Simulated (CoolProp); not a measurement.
Vapour-liquid equilibrium of R22 (1) + dimethyl ether (2) at 10.1 kPa; x and y are mole fractions of (1).

The numbers come from the multi-fluid Helmholtz-energy mixture model, Kamei 1995 and Wu 2011; pair parameters Bell 2016 in CoolProp.

```
x     bubble temperature, mixture model (K)  bubble temperature, Raoult's law (K)  y, mixture model  y, Raoult's law
----  -------------------------------------  ------------------------------------  ----------------  ---------------
0.05                                  206.1                                 204.8             0.033            0.113
0.15                                  206.6                                 203.0             0.120            0.301
0.25                                  206.9                                 201.3             0.240            0.450
0.35                                  206.7                                 199.8             0.397            0.571
0.45                                  205.8                                 198.5             0.575            0.671
0.55                                  204.0                                 197.3             0.744            0.754
0.65                                  201.4                                 196.1             0.871            0.824
0.75                                  198.5                                 195.1             0.947            0.884
0.85                                  195.7                                 194.1             0.983            0.936
0.95                                  193.6                                 193.2             0.997            0.980
```

The largest gap from Raoult's law is +7.3 K in bubble temperature, at x = 0.45. y crosses x between x = 0.25 and 0.35: the model has an azeotrope there.

The pair parameters rest on a limited set of measurements; away from them the model extrapolates.
